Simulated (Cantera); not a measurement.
A perfectly stirred reactor is fed with H2 : O2 : N2 = 1 : 1 : 3.76 (molar parts), equivalence ratio 0.50, at 1.01 bar; it is adiabatic with a 650 K inlet, and is followed from long to short residence time, starting on the burning branch (τ in s: 0.21, 0.087, 0.037, 0.015, 0.0065, 0.0027, 0.0011, 0.00048, 0.0002, 8.5e-05).

Model: GRI-Mech 3.0 (53 species, 325 reactions), integrated in Cantera.

Q: Predict: blow-out, bracketed by the residence times tried; x(H2) at τ = 0.210 s; x(O2) at τ = 0.210 s; x(O) at τ = 0.210 s; x(H) at τ = 0.210 s; x(H2O) at τ = 0.210 s; x(H2) at τ = 2.70 ms; x(O2) at τ = 2.70 ms; x(O) at τ = 2.70 ms; x(H) at τ = 2.70 ms; x(H2O) at τ = 2.70 ms.

A: 
```
Item                                                                              Result
------------------------------------------------  --------------------------------------
blow-out, bracketed by the residence times tried  burning at 85.0 µs, the shortest tried
x(H2) at τ = 0.210 s                                                            0.000169
x(O2) at τ = 0.210 s                                                              0.0944
x(O) at τ = 0.210 s                                                             0.000180
x(H) at τ = 0.210 s                                                              1.95e-5
x(H2O) at τ = 0.210 s                                                              0.189
x(H2) at τ = 2.70 ms                                                             0.00204
x(O2) at τ = 2.70 ms                                                              0.0933
x(O) at τ = 2.70 ms                                                              0.00205
x(H) at τ = 2.70 ms                                                             0.000794
x(H2O) at τ = 2.70 ms                                                              0.184
```
